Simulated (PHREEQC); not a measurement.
Make-up at 25 °C: 0.074 mol HF, 0.00087 mol NH4F and 1.6e-05 mol H4SiO4 per kg of water. Closed to the air; pH follows from the charge balance.

All values are PHREEQC results (ion-association model, phreeqc.dat), not measurements.

Precipitation was switched off in this run.

Problem. What pH does the model give?

Solution. pH 2.15.

Problem. In which forms is F present?

Solution. HF 86 %, F- 9.1 %, HF2- 4.5 % of the F.

SiF6-2 is the database's only silicon fluoride.
